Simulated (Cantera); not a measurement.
A freely propagating, adiabatic, planar premixed flame of 45.5 % H2, 11.4 % O2, 43.2 % N2, unburnt at 323 K and 0.405 atm; multicomponent+Soret transport, grid criteria slope 0.08 and curve 0.16, no radiation.

Computed with Cantera and the H2/O2 subset of GRI-Mech 3.0, which has no nitrogen chemistry. Burning velocities carry a grid error of a few per cent, more on coarse grids.

x: mole fraction of selected species; z is measured from the peak of heat release.

```tsv
z (mm)	T (K)	u (m/s)	x H2	x O2	x OH	x H	x O	x H2O
-3.24	323	2.91	0.455	0.114	<1e-8	<1e-8	<1e-8	<1e-8
-2.16	323	2.91	0.455	0.114	<1e-8	<1e-8	<1e-8	<1e-8
-1.62	323	2.91	0.455	0.114	<1e-8	<1e-8	<1e-8	<1e-8
-1.08	323	2.90	0.454	0.114	<1e-8	<1e-8	<1e-8	7.35e-8
-0.541	341	2.99	0.437	0.117	…	1.15e-5	1.78e-6	0.000359
-0.270	632	5.33	0.397	0.111	…	0.00599	0.000159	0.0230
0	1041	8.67	0.319	0.0769	…	0.0397	0.00204	0.0954
0.270	1312	10.9	0.231	0.0241	0.00250	0.0776	0.00311	0.195
0.541	1432	11.9	0.204	0.00447	0.00267	0.0863	0.00159	0.234
1.08	1538	12.7	0.205	0.000648	0.00297	0.0777	0.000976	0.242
2.16	1648	13.5	0.215	0.000397	0.00322	0.0631	0.000773	0.244
4.32	1759	14.3	0.225	0.000257	0.00314	0.0477	0.000524	0.247
8.65	1856	15.0	0.233	0.000143	…	0.0339	0.000301	0.250
```

Q: What belongs in the gaps?

A: 
- -0.541, x OH: 1.89e-5
- -0.270, x OH: 0.000766
- 0, x OH: 0.00115
- 8.65, x OH: 0.00271
